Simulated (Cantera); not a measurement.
Cantera run:

```python
import numpy as np
import cantera as ct

gas_names = """
    C CH CH2 CH3 CH4 C2 C2H C2H2,acetylene C2H2,vinylidene C2H3,vinyl C2H4 C2H5 C2H6 C3 C3H3,propargyl
    C3H4,allene C3H4,propyne C3H4,cyclo- C3H5,allyl C3H6,propylene C3H6,cyclo- C3H7,n-propyl
    C3H7,i-propyl C3H8 C4 C4H2 C4H4,1,3-cyclo- C4H6,butadiene C4H6,2-butyne C4H6,cyclo- C4H8,1-butene
    C4H8,cis2-buten C4H8,tr2-butene C4H8,isobutene C4H8,cyclo- C4H9,n-butyl C4H9,i-butyl C4H9,s-butyl
    C4H9,t-butyl C4H10,isobutane C4H10,n-butane C5 C5H6,1,3cyclo- C5H8,cyclo- C5H10,1-pentene
    C5H10,cyclo- C5H11,pentyl C5H11,t-pentyl C5H12,n-pentane C5H12,i-pentane CH3C(CH3)2CH3 C6H2
    C6H5,phenyl C6H6 C6H10,cyclo- C6H12,1-hexene C6H12,cyclo- C6H13,n-hexyl C7H7,benzyl C7H8
    C7H14,1-heptene C7H15,n-heptyl C7H16,n-heptane C8H8,styrene C8H10,ethylbenz C8H16,1-octene
    C8H17,n-octyl C8H18,isooctane C8H18,n-octane C9H19,n-nonyl C10H8,naphthale C10H21,n-decyl
    C12H9,o-bipheny C12H10,bipheny H H2 Ti
""".split()
cond_names = """
    C(gr) C6H6(L) C7H8(L) C8H18(L),n-octa Ti(a) Ti(b) Ti(L) TiC(s) TiC(L)
""".split()


def load(file, names, dense=False):
    # The tables refer to 1 bar. Condensed volumes are neglected.
    table = {s.name: s for s in ct.Species.list_from_file(file)}
    out = []
    for n in names:
        d = dict(table[n].input_data)
        d["thermo"] = dict(d["thermo"], **{"reference-pressure": 1e5})
        if dense:
            d["equation-of-state"] = {"model": "constant-volume", "density": "1e6 g/cm^3"}
        out.append(ct.Species.from_dict(d))
    return out


gas = ct.Solution(thermo="ideal-gas", species=load("nasa_gas.yaml", gas_names))
cond = {s.name: ct.Solution(thermo="fixed-stoichiometry", species=[s], name=s.name)
        for s in load("nasa_condensed.yaml", cond_names, dense=True)}
atoms = {
    'TiC': {'Ti': 1, 'C': 1},
    'C': {'C': 1},
    'H2': {'H': 2},
}
top_T = {'C(gr)': 4500}  # K; cautious upper limits of use, not melting points


def equilibrate(T, P, feed):
    n = {}
    for name, mol in feed.items():
        for a, k in atoms[name].items():
            n[a] = n.get(a, 0.0) + k * mol
    gas.TPX = T, P, n
    mass = sum(n.values()) * gas.mean_molecular_weight
    gas.equilibrate("TP")
    valid = [c for c in cond.values() if c.min_temp <= T <= top_T.get(c.name, c.max_temp)]
    mix = ct.Mixture([(gas, mass / gas.mean_molecular_weight)] + [(c, 0.0) for c in valid])
    mix.T, mix.P = T, P
    mix.equilibrate("TP", solver="vcs", rtol=1e-11, max_steps=5000)
    return mix


results = []
feed = {'TiC': 1, 'C': 0.033, 'H2': 0.58}  # mol
P = 133.322  # Pa
for T in [1425, 1525, 1625, 1725, 1825, 1925, 2025, 2125, 2225, 2325]:
    mix = equilibrate(T, P, feed)
    results.append((T, P, feed, dict(zip(mix.species_names, mix.species_moles))))

top = {s: max(r[3][s] / sum(r[3][g] for g in gas_names) for r in results) for s in gas_names}
cols = sorted((s for s in top if top[s] > 1e-06), key=lambda s: -top[s])[:5]
seen = [c for c in cond_names if any(r[3].get(c, 0) > 1e-12 for r in results)]
print("log10 of partial pressures in bar; condensed amounts in mol")
print(f"{'T/K':>10s}" + "".join(f"{s[:9]:>10s}" for s in cols + seen))
for T, P, feed, n in results:
    ng = sum(n[g] for g in gas_names)
    print(f"{T:10.4g}" + "".join(f"{np.log10(max(n[s] / ng * P / 1e5, 1e-99)):10.3f}" for s in cols)
          + "".join(f"{n.get(c, 0):10.4g}" for c in seen))
```

Output:

```
log10 of partial pressures in bar; condensed amounts in mol
       T/K        H2         H C2H2,acet        Ti       C2H     C(gr)    TiC(s)
      1425    -2.875    -6.604    -8.328   -15.932   -14.994   0.03299         1
      1525    -2.875    -6.064    -7.793   -14.373   -13.640   0.03298         1
      1625    -2.876    -5.589    -7.325   -13.008   -12.454   0.03296         1
      1725    -2.877    -5.170    -6.913   -11.803   -11.407   0.03289         1
      1825    -2.880    -4.796    -6.548   -10.732   -10.476   0.03275         1
      1925    -2.887    -4.463    -6.226    -9.773    -9.645   0.03248         1
      2025    -2.898    -4.165    -5.942    -8.910    -8.899   0.03198         1
      2125    -2.919    -3.899    -5.695    -8.130    -8.230   0.03115         1
      2225    -2.953    -3.665    -5.486    -7.420    -7.628   0.02989         1
      2325    -3.007    -3.462    -5.318    -6.773    -7.091   0.02813    0.9999
```

Method: chemical equilibrium by Gibbs-energy minimisation in Cantera with the NASA 1993 tables (ideal gas, pure condensed phases). TiC: taken at fixed stoichiometry.
